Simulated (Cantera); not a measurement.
Input: 1 mol Fe2O3, 0.051 mol SO3, 0.22 mol H2O, equilibrated at 1425 °C and 1900000 Pa.

Cantera equilibrium calculation (NASA polynomials, part measured and part estimated; ideal gas, pure solids and liquids). Candidate condensed phases: Fe, FeO, Fe(OH)2, Fe(OH)3, FeS, FeSO4, FeS2, Fe2O3, Fe2(SO4)3, Fe3O4, H2O, H2SO4, S; 22 gas species. Rates play no part.

Task: What is the equilibrium state?

Result: 
```json
{
 "x(H2O)": "0.743",
 "x(SO2)": "0.169",
 "x(O2)": "0.0844",
 "x(SO3)": "0.00329",
 "x(OH)": "0.000373",
 "x(H2)": "1.16e-5",
 "x(Fe(OH)2)": "5.67e-6",
 "x(H2SO4)": "2.95e-6",
 "x(O)": "2.92e-6",
 "n(Fe2O3(s))": "1.000 mol",
 "gas_amount": "0.2960 mol",
 "log10 activity of Fe(δ) (absent)": "-6.15",
 "log10 activity of S(l) (absent)": "-8.40"
}
```
